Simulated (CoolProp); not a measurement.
Vapour-liquid equilibrium of n-pentane (1) + benzene (2) at 326.9 K; x and y are mole fractions of (1).

The numbers come from the multi-fluid Helmholtz-energy mixture model, Thol 2019 and Thol 2012; pair parameters Bell 2016 in CoolProp.

Task: Give the bubble pressure and the first vapour's composition at x = 0.25, 0.55, 0.95. Is there an azeotrope?

Result: x = 0.25: 0.09265 MPa, y = 0.640; x = 0.55: 0.1300 MPa, y = 0.820; x = 0.95: 0.1730 MPa, y = 0.980. No azeotrope shows between x = 0.05 and 0.95.

Pair parameters are fitted to limited data, so mixtures are less certain than the pure fluids.
